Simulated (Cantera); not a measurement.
A closed system holds: 1 mol SiCl4, 2.1 mol NH3, 12 mol N2, equilibrated at 5.40 Pa.

Cantera equilibrium calculation (NASA polynomials, part measured and part estimated; ideal gas, pure solids and liquids). Candidate condensed phases: NH4Cl, Si, Si3N4; 28 gas species. The tables' values for SiCl3, SiCl are old estimates; treat these amounts as uncertain. The numbers say what is thermodynamically allowed, not how fast it happens.

x: gas mole fraction; n: condensed amount in mol.

| T (K) | x N2 | x HCl | x H2 | x SiCl2 | x H | n Si3N4(s) |
|---|---|---|---|---|---|---|
| 1325 | 0.715 | 0.137 | 0.106 | 0.0406 | [?] | 0.0815 |
| 1375 | 0.717 | 0.109 | 0.119 | 0.0541 | [?] | 0 |
| 1425 | 0.717 | 0.109 | 0.118 | 0.0544 | [?] | 0 |
| 1475 | 0.717 | 0.109 | 0.118 | 0.0545 | [?] | 0 |
| 1525 | 0.716 | 0.109 | 0.118 | 0.0545 | [?] | 0 |
| 1575 | 0.716 | 0.109 | 0.118 | 0.0543 | [?] | 0 |
| 1625 | 0.715 | 0.108 | 0.117 | 0.0538 | [?] | 0 |

**Question.** Some entries are withheld; supply them.

**Answer.** 
- 1325, x H: 7.26e-5
- 1375, x H: 0.000161
- 1425, x H: 0.000319
- 1475, x H: 0.000607
- 1525, x H: 0.00111
- 1575, x H: 0.00194
- 1625, x H: 0.00328
